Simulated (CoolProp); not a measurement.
A single-stage vapour-compression cycle with propylene: evaporating at 234.15 K (dew point), condensing at 258.15 K (bubble point), superheat 8 K, subcooling 5 K, compressor efficiency 0.7, no pressure losses. Each further row changes one setting.

The numbers come from the reference Helmholtz-energy equation of state, Lemmon 2013 in CoolProp.

| case | cooling COP | pressure ratio | discharge temperature (K) | refrigerating effect (kJ/kg) | volumetric capacity (kJ/m³) |
|---|---|---|---|---|---|
| as stated | ? | 2.46 | 289.3 | 397 | 1280 |
| evaporating temperature 239.15 K | 8.35 | 2.01 | ? | 403 | ? |
| condensing temperature 253.15 K | 8.18 | 2.07 | ? | ? | 1310 |
| subcooling 10 K | 6.55 | 2.46 | 289.3 | 408 | 1310 |
| superheat 18 K | 6.30 | 2.46 | ? | ? | 1260 |
| compressor efficiency 0.6 | 5.45 | 2.46 | 295.8 | 397 | 1280 |

Fill in the missing entries.


- as stated, cooling COP: 6.36
- evaporating temperature 239.15 K, discharge temperature (K): 283.8
- evaporating temperature 239.15 K, volumetric capacity (kJ/m³): 1570
- condensing temperature 253.15 K, discharge temperature (K): 280.2
- condensing temperature 253.15 K, refrigerating effect (kJ/kg): 409
- superheat 18 K, discharge temperature (K): 299.8
- superheat 18 K, refrigerating effect (kJ/kg): 411
